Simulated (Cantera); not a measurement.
Input: 1 mol Si, 0.27 mol N₂O, 75 mol N₂, equilibrated at 1.20 Pa.

Cantera equilibrium calculation (NASA polynomials, part measured and part estimated; ideal gas, pure solids and liquids). Candidate condensed phases: Si, SiO₂, Si₂N₂O, Si₃N₄; 16 gas species. Mutual solubility and eutectic melting of coexisting phases are not modelled. Kinetics and transport are ignored.

Q: Which condensed phases are stable at each of these points (T (K)): 1023, 1123, 1223, 1323, 1423, 1523, 1623, 1723, 1823, 1923, 2023, 2123, 2223?

A: 
```tsv
T (K)	condensed phases	Si condensed (%)
1023	Si₂N₂O(s) + Si₃N₄(s)	100.0
1123	Si₂N₂O(s) + Si₃N₄(s)	100.0
1223	Si₂N₂O(s) + Si₃N₄(s)	100.0
1323	Si₂N₂O(s) + Si₃N₄(s)	98.3
1423	Si₃N₄(s)	72.2
1523	Si(s)	61.4
1623	gas only	0.0
1723	gas only	0.0
1823	gas only	0.0
1923	gas only	0.0
2023	gas only	0.0
2123	gas only	0.0
2223	gas only	0.0
```

From 1023 K to 1323 K the condensed part is Si₂N₂O(s) + Si₃N₄(s). At 1423 K the condensed part is Si₃N₄(s). At 1523 K the condensed part is Si(s). From 1623 K to 2223 K nothing is condensed.
